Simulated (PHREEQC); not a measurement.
**Brine (model solution)**

Consider water at 20 °C with 0.3 mol/kgw K2CO3 and 0.00018 mol/kgw NaCl. Closed to the air; pH follows from the charge balance.

Equilibrium calculation in PHREEQC: ion-association model, wateq4f.dat.

Precipitation was switched off in this run.

Question: Estimate the pH, activity of water, ionic strength.

Answer: pH 11.63; activity of water 0.985; ionic strength 0.895 mol/kgw.

Question: In which forms is C present?

Answer: CO3-2 98 %, HCO3- 1.6 % of the C.

Ionic strength above about 0.7 mol/kgw puts this run outside the model's range.
